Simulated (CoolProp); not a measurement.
A simple Rankine cycle with water: condensing at 298.15 K, boiler at 2.9 MPa, turbine inlet 510.2 K, turbine efficiency 0.85, pump efficiency 0.7, no recuperator. Each further row changes one setting.

Computed with CoolProp (reference Helmholtz-energy equation of state, Wagner 2002).

```
case                             thermal efficiency (%)  net work (kJ/kg)  heat in (kJ/kg)  turbine exit temperature (K)  volume ratio over the turbine
-------------------------------  ----------------------  ----------------  ---------------  ----------------------------  -----------------------------
as stated                                           ___               818             2710                         298.1                            478
turbine inlet 530.2 K                              30.3               840             2770                         298.1                            ___
condensing temperature 290.15 K                    31.3               858             2750                         290.1                            ___
boiler pressure 2.03 MPa                           28.9               798              ___                         298.1                            329
turbine efficiency 0.75                             ___               ___             2710                         298.1                            ___
```

Task: Fill in the missing entries.

Result: 
- as stated, thermal efficiency (%): 30.2
- turbine inlet 530.2 K, volume ratio over the turbine: 457
- condensing temperature 290.15 K, volume ratio over the turbine: 753
- boiler pressure 2.03 MPa, heat in (kJ/kg): 2760
- turbine efficiency 0.75, thermal efficiency (%): 26.6
- turbine efficiency 0.75, net work (kJ/kg): 721
- turbine efficiency 0.75, volume ratio over the turbine: 503

The expansion ends wet for: as stated; turbine inlet 530.2 K; condensing temperature 290.15 K; boiler pressure 2.03 MPa; turbine efficiency 0.75.
